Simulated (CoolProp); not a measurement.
Saturation properties of n-decane (Tc = 344.5 °C, pc = 21.01 bar, ω = 0.488).

Model: reference Helmholtz-energy equation of state, Lemmon 2006, in CoolProp. It is a short technical equation, of lower accuracy than the large ones.

```csv
T (°C),p (bar),enthalpy of vaporisation (kJ/kg),liquid cp (kJ/(kg K)),liquid conductivity (mW/(m K))
207.65,2.214,253.3,2.964,88.7
213.95,2.529,248.6,2.994,87.6
220.25,2.877,243.7,3.024,86.5
226.55,3.260,238.7,3.055,85.4
232.85,3.681,233.4,3.087,84.4
239.15,4.143,228.0,3.120,83.4
245.45,4.648,222.4,3.154,82.4
251.75,5.199,216.6,3.190,81.4
258.15,5.808,210.4,3.228,80.4
264.45,6.460,203.9,3.268,79.5
270.75,7.166,197.2,3.312,78.6
277.05,7.931,190.1,3.359,77.8
283.35,8.756,182.5,3.412,76.9
289.65,9.648,174.4,3.471,76.1
295.95,10.61,165.6,3.541,75.3
```

It boils at 174.1 °C under 1 atm.

Thermal conductivity comes from a separate model (Huber 2005).
